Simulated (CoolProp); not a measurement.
A simple Rankine cycle with R142b: condensing at 307.15 K, boiler at 1.14 MPa, turbine inlet 469 K, turbine efficiency 0.6, pump efficiency 0.8, no recuperator. Each further row changes one setting.

Values from CoolProp's reference Helmholtz-energy equation of state, Lemmon 2006. It is a short technical equation, of lower accuracy than the large ones.

```csv
case,thermal efficiency (%),net work (kJ/kg),heat in (kJ/kg),turbine exit temperature (K),volume ratio over the turbine
as stated,5.5,19.4,354,445.4,…
condensing temperature 299.15 K,6.7,24.2,364,440.0,3.20
boiler pressure 0.798 MPa,…,12.6,357,454.6,…
turbine efficiency 0.5,4.5,16.1,354,…,2.56
```

**Question.** Fill in the missing entries.

**Answer.** 
- as stated, volume ratio over the turbine: 2.54
- boiler pressure 0.798 MPa, thermal efficiency (%): 3.5
- boiler pressure 0.798 MPa, volume ratio over the turbine: 1.78
- turbine efficiency 0.5, turbine exit temperature (K): 448.5
